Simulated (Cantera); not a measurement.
A closed system holds: 1 mol Fe2O3, 0.038 mol H2O, equilibrated at 1275 °C and 17.3 Torr.

Equilibrium computed with Cantera from the NASA thermochemical tables; the gas is ideal and each condensed phase is pure. Candidate condensed phases: Fe, FeO, Fe(OH)2, Fe(OH)3, Fe2O3, Fe3O4, H2O; 12 gas species. Mutual solubility and eutectic melting of coexisting phases are not modelled. Rates play no part.

Base state: O2 0.736, H2O 0.264, OH 0.000669, O 4.32e-5 (mole fractions); condensed: Fe2O3(s) + Fe3O4(s).

Question: What changes in the equilibrium state with this change: temperature from 1275 °C to 1402 °C?

Answer: 
| species | before | after |
|---|---|---|
| O2 | 0.736 | 0.813 |
| H2O | 0.264 | 0.185 |
| OH | 0.000669 | 0.00150 |
| O | 4.32e-5 | 0.000203 |
| H2 | 7.14e-6 | 2.08e-5 |
| Fe2O3(s), mol | 0.364 | 0 |
| Fe3O4(s), mol | 0.424 | 0.667 |

Question: What changes in the equilibrium state with this change: Fe2O3 replaced by MgO?

Answer: 
| species | before | after |
|---|---|---|
| H2O | 0.264 | 0.998 |
| H2 | 7.14e-6 | 0.00106 |
| O2 | 0.736 | 0.000479 |
| O | 4.32e-5 | 1.10e-6 |
| OH | 0.000669 | 0.000208 |
| Fe2O3(s), mol | 0.364 | 0 |
| Fe3O4(s), mol | 0.424 | 0 |
| MgO(s), mol | 0 | 1.00 |
Further candidate phases: Mg, MgO, Mg(OH)2.

Question: What changes in the equilibrium state with this change: temperature from 1275 °C to 1352 °C?

Answer: 
| species | before | after |
|---|---|---|
| O2 | 0.736 | 0.814 |
| H2O | 0.264 | 0.185 |
| OH | 0.000669 | 0.00105 |
| O | 4.32e-5 | 0.000116 |
| H2 | 7.14e-6 | 1.20e-5 |
| Fe2O3(s), mol | 0.364 | 0 |
| Fe3O4(s), mol | 0.424 | 0.667 |
